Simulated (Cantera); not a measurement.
A closed system holds: 1 mol SiH2Cl2, 0.3 mol Cl2, 130 mol N2, equilibrated at 1375 K and 13.3 mbar.

Method: chemical equilibrium by Gibbs-energy minimisation in Cantera with the NASA 1993 tables (ideal gas, pure condensed phases). Candidate condensed phases: NH4Cl, Si, Si3N4; 28 gas species. N2 is the only nitrogen source here; it is nearly inert below about 1500 K, so the nitride shown seldom forms there in practice. The tables' values for SiCl3 are old estimates; treat these amounts as uncertain. Kinetics and transport are ignored.

Base state: N2 0.983, HCl 0.0129, SiCl2 0.00166, H2 0.00113, SiCl4 0.000540, SiCl3 0.000442 (mole fractions); condensed: Si3N4(s).

Problem. What changes in the equilibrium state with this change: pressure from 13.3 mbar to 2.60 mbar?

Solution. 
```
species          before     after
-------------  --------  --------
N2                0.983     0.983
HCl              0.0129    0.0120
SiCl2           0.00166   0.00313
SiCl4          0.000540  0.000126
Cl              9.42e-6   1.70e-5
SiCl3          0.000442  0.000293
H2              0.00113   0.00156
Si3N4(s), mol     0.217     0.177
```

Problem. What changes in the equilibrium state with this change: pressure from 13.3 mbar to 1 atm?

Solution. 
```json
[
 {"species": "N2", "before": "0.983", "after": "0.984"},
 {"species": "HCl", "before": "0.0129", "after": "0.0126"},
 {"species": "SiCl4", "before": "0.000540", "after": "0.00162"},
 {"species": "SiCl2", "before": "0.00166", "after": "7.78e-5"},
 {"species": "SiHCl3", "before": "3.03e-6", "after": "1.05e-5"},
 {"species": "SiCl3", "before": "0.000442", "after": "0.000165"},
 {"species": "H2", "before": "0.00113", "after": "0.00129"},
 {"species": "Si3N4(s), mol", "before": "0.217", "after": "0.251"}
]
```
